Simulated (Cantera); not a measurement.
An isothermal, constant-pressure homogeneous reactor starts with C2H6 : N2 = 1 : 58 (molar parts), at 1098 K and 17.0 Pa. Integrator tolerance rtol = 1e-08.

Computed with Cantera and GRI-Mech 3.0 (53 species, 325 reactions). GRI-Mech 3.0 stops at C3 and has no aromatics, soot or wall deposition, so with more carbon than oxygen in the feed, carbon stays in small species such as C2H2 where larger ones or solid carbon would form. Radical loss at walls, strong at low pressure, is not modelled.

Problem. What does this change do: temperature 1098 to 1050 K?

Solution. 
```tsv
quantity	before	after
x(C2H6) at 100 s	0.00195 (gas-phase equilibrium 6.70e-12)	0.00983 (gas-phase equilibrium 3.77e-11)
x(CH4) at 100 s	0.00381 (gas-phase equilibrium 2.38e-5)	0.00118 (gas-phase equilibrium 6.78e-5)
x(CH3) at 100 s	5.63e-5 (gas-phase equilibrium 4.59e-9)	5.00e-5 (gas-phase equilibrium 4.18e-9)
x(C2H4) at 100 s	0.0109 (gas-phase equilibrium 2.09e-6)	0.00615 (gas-phase equilibrium 5.75e-6)
x(HCN) at 100 s	2.60e-9 (gas-phase equilibrium 0.0218)	2.55e-10 (gas-phase equilibrium 0.0209)
x(H2) at 100 s	0.0128 (gas-phase equilibrium 0.0327)	0.00600 (gas-phase equilibrium 0.0327)
x(H) at 100 s	6.09e-6 (gas-phase equilibrium 3.46e-7)	2.11e-6 (gas-phase equilibrium 1.13e-7)
```

Problem. What does this change do: C2H6 1 to 0.39 parts?

Solution. 
| quantity | before | after |
|---|---|---|
| x(C2H6) at 100 s | 0.00195 (gas-phase equilibrium 6.70e-12) | 0.00133 (gas-phase equilibrium <1e-12) |
| x(CH4) at 100 s | 0.00381 (gas-phase equilibrium 2.38e-5) | 0.00107 (gas-phase equilibrium 2.91e-6) |
| x(CH3) at 100 s | 5.63e-5 (gas-phase equilibrium 4.59e-9) | 5.91e-5 (gas-phase equilibrium 8.85e-10) |
| x(C2H4) at 100 s | 0.0109 (gas-phase equilibrium 2.09e-6) | 0.00419 (gas-phase equilibrium 1.93e-7) |
| x(HCN) at 100 s | 2.60e-9 (gas-phase equilibrium 0.0218) | 6.07e-9 (gas-phase equilibrium 0.0107) |
| x(H2) at 100 s | 0.0128 (gas-phase equilibrium 0.0327) | 0.00475 (gas-phase equilibrium 0.0132) |
| x(H) at 100 s | 6.09e-6 (gas-phase equilibrium 3.46e-7) | 5.66e-6 (gas-phase equilibrium 2.19e-7) |
